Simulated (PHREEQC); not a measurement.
Consider water at 37 °C with 0.0057 mol CdCl2, 0.00065 mol NaCl, 0.0098 mol HCl and 0.0019 mol NaOH per kg of water. Closed to the air; pH follows from the charge balance.

The numbers come from PHREEQC with the ion-association model, wateq4f.dat.

```
Property                   Value
----------------  --------------
pH                          2.16
ionic strength    0.0214 mol/kgw
total alkalinity    -7.90 meq/kg
```

```csv
species,molality,activity,log γ
Cl-,0.0187,0.0161,-0.065
H+,0.00790,0.00699,-0.053
CdCl+,0.00281,0.00243,-0.063
Cd+2,0.00272,0.00152,-0.253
Na+,0.00255,0.00221,-0.062
CdCl2,0.000169,0.000170,0.002
CdCl3-,2.38e-6,2.05e-6,-0.063
```

No solid was allowed to form. Away from 25 °C the constants follow the database's enthalpies or fits; those with neither stay at their 25 °C values.
